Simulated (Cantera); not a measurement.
A closed system holds: 1 mol CuO, 1700 mol H2, 0.039 mol H2O, held at 10.0 Torr.

These are equilibrium values from Cantera (NASA tables, ideal gas, pure condensed phases), not measurements of a reactor. Candidate condensed phases: Cu, CuO, Cu(OH)2, Cu2O, H2O; 12 gas species. Kinetics and transport are ignored.

x: gas mole fraction; n: condensed amount in mol.

| T (K) | x H2 | x H | x H2O | x Cu | x OH | x Cu2 | x O | n Cu(s) | n Cu(l) |
|---|---|---|---|---|---|---|---|---|---|
| 1325 | 0.999 | 1.42e-5 | 0.000611 | 2.11e-5 | ? | 2.20e-9 | <1e-12 | 0.964 | 0 |
| 1375 | 0.999 | 2.97e-5 | 0.000611 | 6.17e-5 | ? | 9.95e-9 | <1e-12 | 0 | 0.895 |
| 1425 | 0.999 | 5.91e-5 | 0.000611 | 0.000163 | ? | 3.82e-8 | <1e-12 | 0 | 0.723 |
| 1475 | 0.999 | 0.000112 | 0.000611 | 0.000402 | ? | 1.34e-7 | <1e-12 | 0 | 0.316 |
| 1525 | 0.999 | 0.000205 | 0.000611 | 0.000587 | ? | 1.70e-7 | <1e-12 | 0 | 0 |
| 1575 | 0.998 | 0.000360 | 0.000611 | 0.000588 | ? | 1.04e-7 | 2.42e-12 | 0 | 0 |
| 1625 | 0.998 | 0.000610 | 0.000611 | 0.000588 | ? | 6.62e-8 | 7.92e-12 | 0 | 0 |
| 1675 | 0.998 | 0.00100 | 0.000610 | 0.000587 | ? | 4.30e-8 | 2.42e-11 | 0 | 0 |
| 1725 | 0.997 | 0.00161 | 0.000610 | 0.000587 | ? | 2.87e-8 | 6.92e-11 | 0 | 0 |
| 1775 | 0.996 | 0.00250 | 0.000610 | 0.000587 | ? | 1.95e-8 | 1.87e-10 | 0 | 0 |
| 1825 | 0.995 | 0.00380 | 0.000609 | 0.000587 | ? | 1.36e-8 | 4.78e-10 | 0 | 0 |
| 1875 | 0.993 | 0.00566 | 0.000609 | 0.000586 | ? | 9.63e-9 | 1.17e-9 | 0 | 0 |
| 1925 | 0.991 | 0.00824 | 0.000608 | 0.000585 | ? | 6.94e-9 | 2.71e-9 | 0 | 0 |

Fill in the missing entries.


- 1325, x OH: 1.26e-10
- 1375, x OH: 3.27e-10
- 1425, x OH: 7.90e-10
- 1475, x OH: 1.80e-9
- 1525, x OH: 3.88e-9
- 1575, x OH: 7.99e-9
- 1625, x OH: 1.57e-8
- 1675, x OH: 2.97e-8
- 1725, x OH: 5.42e-8
- 1775, x OH: 9.54e-8
- 1825, x OH: 1.63e-7
- 1875, x OH: 2.70e-7
- 1925, x OH: 4.37e-7
